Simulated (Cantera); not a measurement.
A perfectly stirred reactor is fed with CH4 : O2 : N2 = 1 : 2.41 : 9.06 (molar parts), at 7500 Torr; it is adiabatic with a 700 K inlet, and is followed from long to short residence time, starting on the burning branch (τ in s: 0.061, 0.03, 0.015, 0.0071, 0.0035, 0.0017, 0.00083, 0.00041, 0.0002, 9.8e-05).

Model: GRI-Mech 3.0 (53 species, 325 reactions), integrated in Cantera.

**Question.** What does this change do: pressure from 7500 Torr to 518 Torr?

**Answer.** 
| quantity | before | after |
|---|---|---|
| blow-out, bracketed by the residence times tried | burning at 98.0 µs, the shortest tried | burning at 98.0 µs, the shortest tried |
| x(CH4) at τ = 61.0 ms | 5.85e-7 | 3.68e-6 |
| x(O2) at τ = 61.0 ms | 0.0309 | 0.0338 |
| x(H2) at τ = 61.0 ms | 0.000696 | 0.00229 |
| x(CH3) at τ = 61.0 ms | 2.78e-7 | 1.68e-6 |
| x(H2O2) at τ = 61.0 ms | 4.15e-7 | 9.68e-8 |
| x(CH4) at τ = 1.70 ms | 1.76e-5 | 6.09e-5 |
| x(O2) at τ = 1.70 ms | 0.0333 | 0.0401 |
| x(H2) at τ = 1.70 ms | 0.000947 | 0.00675 |
| x(CH3) at τ = 1.70 ms | 8.36e-6 | 2.14e-5 |
| x(H2O2) at τ = 1.70 ms | 4.70e-7 | 1.43e-7 |

**Question.** What does this change do: CH4 1 to 1.3 parts?

**Answer.** 
```
quantity                                                                          before                                   after
------------------------------------------------  --------------------------------------  --------------------------------------
blow-out, bracketed by the residence times tried  burning at 98.0 µs, the shortest tried  burning at 98.0 µs, the shortest tried
x(CH4) at τ = 61.0 ms                                                            5.85e-7                                 8.87e-7
x(O2) at τ = 61.0 ms                                                              0.0309                                 0.00126
x(H2) at τ = 61.0 ms                                                            0.000696                                 0.00995
x(CH3) at τ = 61.0 ms                                                            2.78e-7                                 6.03e-7
x(H2O2) at τ = 61.0 ms                                                           4.15e-7                                 1.48e-7
x(CH4) at τ = 1.70 ms                                                            1.76e-5                                 2.18e-5
x(O2) at τ = 1.70 ms                                                              0.0333                                 0.00242
x(H2) at τ = 1.70 ms                                                            0.000947                                  0.0105
x(CH3) at τ = 1.70 ms                                                            8.36e-6                                 1.50e-5
x(H2O2) at τ = 1.70 ms                                                           4.70e-7                                 2.34e-7
```
